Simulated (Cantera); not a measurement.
An isothermal plug-flow reactor at 1125 K and 233 Torr (inlet), inlet velocity 0.71 m/s, active area per volume 2300 1/m; feed CH₄ : O₂ : N₂ = 0.0044 : 0.088 : 0.79 (molar parts), equivalence ratio 0.10.

Detailed kinetics in Cantera: Deutschmann's 1995 Pt surface mechanism with GRI-Mech 3.0 gas chemistry. Catalytic surfaces can have several steady states; this one follows from the mechanism file's or the stated starting coverage. Mass transfer to the wall is taken as infinitely fast.

Q: What does this change do: temperature 1125 to 848 K?

A: 
```csv
quantity,before,after
x(CH₄) at z = 0.012 m,5.35e-9,0.00308
x(O₂) at z = 0.012 m,0.0898,0.0959
x(H₂O) at z = 0.012 m,0.00996,0.00382
x(CO₂) at z = 0.012 m,0.00498,0.00191
x(CO) at z = 0.012 m,8.89e-10,7.16e-7
θ(free Pt) at the exit,0.421,0.0974
θ(O*) at the exit,0.579,0.902
```

Q: What does this change do: temperature 1125 to 898 K?

A: 
```json
[
 {"quantity": "x(CH₄) at z = 0.012 m", "before": "5.35e-9", "after": "0.00139"},
 {"quantity": "x(O₂) at z = 0.012 m", "before": "0.0898", "after": "0.0925"},
 {"quantity": "x(H₂O) at z = 0.012 m", "before": "0.00996", "after": "0.00720"},
 {"quantity": "x(CO₂) at z = 0.012 m", "before": "0.00498", "after": "0.00360"},
 {"quantity": "x(CO) at z = 0.012 m", "before": "8.89e-10", "after": "4.55e-7"},
 {"quantity": "θ(free Pt) at the exit", "before": "0.421", "after": "0.147"},
 {"quantity": "θ(O*) at the exit", "before": "0.579", "after": "0.852"}
]
```
